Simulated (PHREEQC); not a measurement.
Dissolve 15 mmol/kgw H3BO3 and 16.5 mmol/kgw Na2HPO4 at 55 °C. Closed to the air; pH follows from the charge balance.

The numbers come from PHREEQC with the ion-association model, phreeqc.dat.

Question: The ionic strength comes out as 0.0473 mol/kgw. What activity coefficients do H2BO3-, Na+, OH-, H2PO4-, HPO4-2 get?

Answer: H2BO3- 0.81, Na+ 0.82, OH- 0.81, H2PO4- 0.82, HPO4-2 0.45.

No solid was allowed to form. Away from 25 °C the constants follow the database's enthalpies or fits; those with neither stay at their 25 °C values.
